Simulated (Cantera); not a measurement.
## Catalytic combustion on Pt

An isothermal plug-flow reactor at 625 K and 1.00 bar (inlet), inlet velocity 3.7 m/s, active area per volume 1000 1/m; feed H₂ : O₂ : N₂ = 0.0021 : 0.13 : 0.79 (molar parts).

Cantera simulation using Deutschmann's 1995 Pt surface mechanism with GRI-Mech 3.0 gas chemistry; the numbers are that mechanism's predictions, not measurements. Catalytic surfaces can have several steady states; this one follows from the mechanism file's or the stated starting coverage. Mass transfer to the wall is taken as infinitely fast.

```json
[
 {"z (m)": "7.8e-05", "x H₂": "0.00224", "x O₂": "0.141", "x H₂O": "3.87e-5", "θ free Pt": "0.0267", "θ O*": "0.972", "θ OH*": "0.00167"},
 {"z (m)": "0.00013", "x H₂": "0.00221", "x O₂": "0.141", "x H₂O": "6.38e-5", "θ free Pt": "0.0264", "θ O*": "0.972", "θ OH*": "0.00168"},
 {"z (m)": "0.00022", "x H₂": "0.00217", "x O₂": "0.141", "x H₂O": "0.000106", "θ free Pt": "0.0259", "θ O*": "0.972", "θ OH*": "0.00168"},
 {"z (m)": "0.00036", "x H₂": "0.00211", "x O₂": "0.141", "x H₂O": "0.000168", "θ free Pt": "0.0252", "θ O*": "0.973", "θ OH*": "0.00169"},
 {"z (m)": "0.0006", "x H₂": "0.00201", "x O₂": "0.141", "x H₂O": "0.000268", "θ free Pt": "0.0240", "θ O*": "0.974", "θ OH*": "0.00171"},
 {"z (m)": "0.001", "x H₂": "0.00186", "x O₂": "0.141", "x H₂O": "0.000414", "θ free Pt": "0.0223", "θ O*": "0.976", "θ OH*": "0.00171"},
 {"z (m)": "0.0017", "x H₂": "0.00165", "x O₂": "0.141", "x H₂O": "0.000625", "θ free Pt": "0.0198", "θ O*": "0.978", "θ OH*": "0.00171"},
 {"z (m)": "0.0028", "x H₂": "0.00140", "x O₂": "0.141", "x H₂O": "0.000875", "θ free Pt": "0.0169", "θ O*": "0.981", "θ OH*": "0.00167"},
 {"z (m)": "0.0046", "x H₂": "0.00112", "x O₂": "0.140", "x H₂O": "0.00115", "θ free Pt": "0.0136", "θ O*": "0.985", "θ OH*": "0.00159"},
 {"z (m)": "0.0078", "x H₂": "0.000830", "x O₂": "0.140", "x H₂O": "0.00145", "θ free Pt": "0.0101", "θ O*": "0.988", "θ OH*": "0.00145"}
]
```
x: gas mole fraction; θ: surface coverage.
